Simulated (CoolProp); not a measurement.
Model: reference Helmholtz-energy equation of state, Akasaka 2015, in CoolProp.

Give the vapour pressure (MPa), vapour density (kg/m³), liquid viscosity (µPa s) of saturated R245fa at 288.1 K.


| T (K) | p (MPa) | vapour density (kg/m³) | liquid viscosity (µPa s) |
|---|---|---|---|
| 288.1 | 0.101 | 5.90 | 445 |

Viscosity comes from a separate model (Bell 2016), an estimate that may be off by 10 % or more.
